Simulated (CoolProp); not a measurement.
Properties of R124 along the isobar 99.9 bar.

The numbers come from the reference Helmholtz-energy equation of state, de Vries 1995 in CoolProp.

```
T (K)          phase  density (kg/m³)  Joule-Thomson coefficient (K/MPa)  expansivity (1/kK)
-----  -------------  ---------------  ---------------------------------  ------------------
329.3         liquid             1304                            -0.1259               2.465
341.2         liquid             1265                           -0.06137               2.665
353.1         liquid             1224                            0.01811               2.907
365           liquid             1180                             0.1177               3.206
376.9         liquid             1134                             0.2448               3.579
388.9         liquid             1083                             0.4116               4.058
400.8  supercritical             1028                             0.6299               4.665
412.7  supercritical            968.5                             0.9189               5.431
424.6  supercritical            903.0                              1.295               6.353
```
